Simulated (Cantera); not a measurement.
An adiabatic, constant-volume homogeneous reactor starts with 10.4 % CH4, 18.8 % O2, 70.8 % N2, at 1348 K and 0.592 atm.

Cantera simulation using GRI-Mech 3.0 (53 species, 325 reactions); the numbers are that mechanism's predictions, not measurements.

One state of this run: T (K) = 2839; P (bar) = 1.34; x CH4 = <1e-12; x O2 = 0.0141; x H2O2 = 2.76e-7; x H = 0.0135; x HO2 = 5.39e-6. x: mole fraction; the columns are a selection and need not sum to one.

Question: Which value of t (s) does it belong to?
(A) 0.199
(B) 8.00e-6
(C) 2.01e-5
(D) 0.000797

Answer: A, 0.199
